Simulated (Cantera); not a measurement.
Input: 1 mol Si3N4, a varied amount of HF, at 723.15 K and 1.00 bar.

These are equilibrium values from Cantera (NASA tables, ideal gas, pure condensed phases), not measurements of a reactor. Candidate condensed phases: Si, Si3N4; 37 gas species. Kinetics and transport are ignored.

Q: Which condensed phases are stable at each of these points (n(HF) (mol)): 2.5, 3.1, 4, 5.1, 6.5, 8.3, 11, 14, 17, 22, 28, 36, 46?

A: 
```csv
n(HF) (mol),condensed phases,Si condensed (%)
2.5,Si3N4(s),79.2
3.1,Si3N4(s),74.2
4,Si3N4(s),66.7
5.1,Si3N4(s),57.5
6.5,Si3N4(s),45.8
8.3,Si3N4(s),30.8
11,Si3N4(s),8.3
14,gas only,0.0
17,gas only,0.0
22,gas only,0.0
28,gas only,0.0
36,gas only,0.0
46,gas only,0.0
```

From 2.5 mol HF to 11 mol HF the condensed part is Si3N4(s). From 14 mol HF to 46 mol HF nothing is condensed.
